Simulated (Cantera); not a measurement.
Feed: 1 mol SiCl4, 110 mol N2, held at 1750 K and 11000 Pa.

Cantera equilibrium calculation (NASA polynomials, part measured and part estimated; ideal gas, pure solids and liquids). Candidate condensed phases: Si, Si3N4; 13 gas species. The tables' values for SiCl3 are old estimates; treat these amounts as uncertain. Kinetics and transport are ignored.

Q: What is the equilibrium state?

A: 
* **x(N2)**: 0.987
* **x(SiCl4)**: 0.00581
* **x(Cl)**: 0.00428
* **x(SiCl3)**: 0.00197
* **x(SiCl2)**: 0.00119
* **x(Cl2)**: 3.27e-5
* **gas amount**: 111.5 mol
* **log10 activity of Si(l) (absent)**: -5.24
